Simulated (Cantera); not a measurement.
Cantera run:

```python
import numpy as np
import cantera as ct

gas_names = """
    Br Br2 Ca CaBr CaBr2 CaO CaOH CaO2H2 Ca2 H HBr HO2 H2 H2O H2O2 O OH O2 O3
""".split()
cond_names = """
    Br2(cr) Br2(L) Ca(a) Ca(b) Ca(L) CaBr2(s) CaBr2(L) CaO(s) CaO(L) CaO2H2(s) H2O(s) H2O(L)
""".split()


# ... load() reads the species with a 1 bar reference pressure and builds the phases ...
atoms = {
    'CaO': {'Ca': 1, 'O': 1},
    'HBr': {'H': 1, 'Br': 1},
    'O2': {'O': 2},
}
top_T = {}  # K; cautious upper limits of use, not melting points


# ... equilibrate(T, P, feed) seeds the gas with the atoms and calls Mixture.equilibrate('TP', solver="vcs", rtol=1e-11, max_steps=5000) ...
results = []
P = 1000  # Pa
for T in [773, 873, 973, 1073, 1173, 1273, 1373, 1473, 1573, 1673]:
    for m in [1.1, 1.5, 1.8, 2.2, 2.6, 2.9, 3.3, 3.7, 4.1, 4.4]:
        feed = {'CaO': 1, 'HBr': m, 'O2': 0.1}  # mol
        mix = equilibrate(T, P, feed)
        results.append((T, P, feed, dict(zip(mix.species_names, mix.species_moles))))

for T, P, feed, n in results:
    print(f"{T:7g} {feed['HBr']:10.4g}  " + (" + ".join(c for c in cond_names if n.get(c, 0) > 1e-12) or "gas only"))
```

It prints:

```
    773        1.1  CaBr2(s) + CaO(s)
    773        1.5  CaBr2(s) + CaO(s)
    773        1.8  CaBr2(s) + CaO(s)
    773        2.2  CaBr2(s)
    773        2.6  CaBr2(s)
    773        2.9  CaBr2(s)
    773        3.3  CaBr2(s)
    773        3.7  CaBr2(s)
    773        4.1  CaBr2(s)
    773        4.4  CaBr2(s)
    873        1.1  CaBr2(s) + CaO(s)
    873        1.5  CaBr2(s) + CaO(s)
    873        1.8  CaBr2(s) + CaO(s)
    873        2.2  CaBr2(s)
    873        2.6  CaBr2(s)
    873        2.9  CaBr2(s)
    873        3.3  CaBr2(s)
    873        3.7  CaBr2(s)
    873        4.1  CaBr2(s)
    873        4.4  CaBr2(s)
    973        1.1  CaBr2(s) + CaO(s)
    973        1.5  CaBr2(s) + CaO(s)
    973        1.8  CaBr2(s) + CaO(s)
    973        2.2  CaBr2(s)
    973        2.6  CaBr2(s)
    973        2.9  CaBr2(s)
    973        3.3  CaBr2(s)
    973        3.7  CaBr2(s)
    973        4.1  CaBr2(s)
    973        4.4  CaBr2(s)
   1073        1.1  CaBr2(L) + CaO(s)
   1073        1.5  CaBr2(L) + CaO(s)
   1073        1.8  CaBr2(L) + CaO(s)
   1073        2.2  CaBr2(L) + CaO(s)
   1073        2.6  CaBr2(L)
   1073        2.9  CaBr2(L)
   1073        3.3  CaBr2(L)
   1073        3.7  CaBr2(L)
   1073        4.1  CaBr2(L)
   1073        4.4  CaBr2(L)
   1173        1.1  CaBr2(L) + CaO(s)
   1173        1.5  CaBr2(L) + CaO(s)
   1173        1.8  CaBr2(L) + CaO(s)
   1173        2.2  CaBr2(L) + CaO(s)
   1173        2.6  CaBr2(L)
   1173        2.9  CaBr2(L)
   1173        3.3  CaBr2(L)
   1173        3.7  CaBr2(L)
   1173        4.1  CaBr2(L)
   1173        4.4  CaBr2(L)
   1273        1.1  CaBr2(L) + CaO(s)
   1273        1.5  CaBr2(L) + CaO(s)
   1273        1.8  CaBr2(L) + CaO(s)
   1273        2.2  CaBr2(L) + CaO(s)
   1273        2.6  CaBr2(L) + CaO(s)
   1273        2.9  CaBr2(L)
   1273        3.3  CaBr2(L)
   1273        3.7  CaBr2(L)
   1273        4.1  CaBr2(L)
   1273        4.4  CaBr2(L)
   1373        1.1  CaBr2(L) + CaO(s)
   1373        1.5  CaBr2(L) + CaO(s)
   1373        1.8  CaBr2(L) + CaO(s)
   1373        2.2  CaBr2(L) + CaO(s)
   1373        2.6  CaBr2(L) + CaO(s)
   1373        2.9  CaBr2(L) + CaO(s)
   1373        3.3  CaBr2(L)
   1373        3.7  CaBr2(L)
   1373        4.1  CaBr2(L)
   1373        4.4  CaBr2(L)
   1473        1.1  CaO(s)
   1473        1.5  CaO(s)
   1473        1.8  CaO(s)
   1473        2.2  CaO(s)
   1473        2.6  CaO(s)
   1473        2.9  CaO(s)
   1473        3.3  gas only
   1473        3.7  gas only
   1473        4.1  gas only
   1473        4.4  gas only
   1573        1.1  CaO(s)
   1573        1.5  CaO(s)
   1573        1.8  CaO(s)
   1573        2.2  CaO(s)
   1573        2.6  CaO(s)
   1573        2.9  CaO(s)
   1573        3.3  gas only
   1573        3.7  gas only
   1573        4.1  gas only
   1573        4.4  gas only
   1673        1.1  CaO(s)
   1673        1.5  CaO(s)
   1673        1.8  CaO(s)
   1673        2.2  CaO(s)
   1673        2.6  CaO(s)
   1673        2.9  CaO(s)
   1673        3.3  gas only
   1673        3.7  gas only
   1673        4.1  gas only
   1673        4.4  gas only
```

Cantera equilibrium calculation (NASA polynomials, part measured and part estimated; ideal gas, pure solids and liquids). Mutual solubility and eutectic melting of coexisting phases are not modelled.
